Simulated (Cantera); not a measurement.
Feed: 1 mol B₂H₆, 0.086 mol O₂, 62 mol H₂, held at 0.0100 bar.

Method: chemical equilibrium by Gibbs-energy minimisation in Cantera with the NASA 1993 tables (ideal gas, pure condensed phases). Candidate condensed phases: B, B₂O₃, B₃O₃H₃, H₂O; 23 gas species. The feed counts by its element totals alone. The tables' values for BH₂ are old estimates; treat these amounts as uncertain. Kinetics and transport are ignored. All values below are at 1902 °C.

Base state: H₂ 0.949, H 0.0475, HBO 0.00157, BH₂ 0.00112, BO 0.000976, B 0.000193, BH 2.39e-5, B₂O 2.15e-5 (mole fractions); condensed: B(s).

Question: What changes in the equilibrium state with this change: pressure from 0.0100 bar to 0.000260 bar?

Answer: 
```json
[
 {"species": "H₂", "before": "0.949", "after": "0.731"},
 {"species": "H", "before": "0.0475", "after": "0.259"},
 {"species": "B", "before": "0.000193", "after": "0.00744"},
 {"species": "BH", "before": "2.39e-5", "after": "0.000130"},
 {"species": "HBO", "before": "0.00157", "after": "0.000415"},
 {"species": "B₂O", "before": "2.15e-5", "after": "4.02e-5"},
 {"species": "B(s), mol", "before": "1.74", "after": "1.19"}
]
```
